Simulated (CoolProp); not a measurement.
Vapour-liquid equilibrium of C3F8 (R218) (1) + c-C4F8 (RC318) (2) at 0.286 MPa; x and y are mole fractions of (1).

Model: multi-fluid Helmholtz-energy mixture model, Lemmon 2006 and Platzer 1990; pair parameters Bell 2016, in CoolProp. This equation is an older, rougher fit; its heat capacities, sound speeds and derivatives of the liquid may be far off and weren't checked against measurements.

| x | bubble temperature, mixture model (K) | bubble temperature, Raoult's law (K) | y, mixture model | y, Raoult's law |
|---|---|---|---|---|
| 0.05 | 294.6 | 292.7 | 0.073 | 0.131 |
| 0.2 | 291.0 | 285.6 | 0.316 | 0.426 |
| 0.35 | 285.7 | 279.7 | 0.552 | 0.624 |
| 0.5 | 279.5 | 274.7 | 0.739 | 0.761 |
| 0.65 | 273.5 | 270.3 | 0.865 | 0.859 |
| 0.8 | 268.1 | 266.6 | 0.943 | 0.931 |
| 0.95 | 263.6 | 263.3 | 0.989 | 0.985 |

The largest gap from Raoult's law is +6.0 K in bubble temperature, at x = 0.35. No azeotrope shows between x = 0.05 and 0.95.

The pair parameters rest on a limited set of measurements; away from them the model extrapolates.
